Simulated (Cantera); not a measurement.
Feed: 1 mol AlN, 5.8 mol O2, a varied amount of H2, at 1750 K and 100 Torr.

Method: chemical equilibrium by Gibbs-energy minimisation in Cantera with the NASA 1993 tables (ideal gas, pure condensed phases). Candidate condensed phases: Al, AlN, Al2O3, H2O; 35 gas species. Gases not in the tables: Al(OH)3. The numbers say what is thermodynamically allowed, not how fast it happens.

Task: At 12 mol H2, list the 5 most abundant gas species with their mole fractions, and the condensed phases.

Result: H2O 0.808, H2 0.152, N2 0.0400, H 0.000248, OH 7.74e-5. Condensed: Al2O3(s).
